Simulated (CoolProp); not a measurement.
A single-stage vapour-compression cycle with R407C: evaporating at 264.15 K (dew point), condensing at 330.15 K (bubble point), superheat 5 K, subcooling 5 K, compressor efficiency 0.6, no pressure losses. Each further row changes one setting.

Values from CoolProp's reference Helmholtz-energy equation of state, Lemmon 2003. It is a pseudo-pure fit of the blend.

| case | cooling COP | pressure ratio | discharge temperature (K) | refrigerating effect (kJ/kg) | volumetric capacity (kJ/m³) |
|---|---|---|---|---|---|
| as stated | 1.48 | 7.81 | 387.7 | 129 | 1800 |
| evaporating temperature 269.15 K | 1.67 | 6.49 | 382.9 | 132 | (withheld) |
| condensing temperature 325.15 K | 1.67 | (withheld) | 380.9 | 138 | 1920 |
| subcooling 10 K | (withheld) | 7.81 | 387.7 | 138 | 1920 |
| superheat 15 K | (withheld) | 7.81 | (withheld) | 138 | (withheld) |
| compressor efficiency 0.5 | 1.23 | 7.81 | (withheld) | 129 | 1800 |

### Question
What belongs in the gaps?

### Answer

- evaporating temperature 269.15 K, volumetric capacity (kJ/m³): 2200
- condensing temperature 325.15 K, pressure ratio: 6.98
- subcooling 10 K, cooling COP: 1.58
- superheat 15 K, cooling COP: 1.50
- superheat 15 K, discharge temperature (K): 399.6
- superheat 15 K, volumetric capacity (kJ/m³): 1830
- compressor efficiency 0.5, discharge temperature (K): 402.8
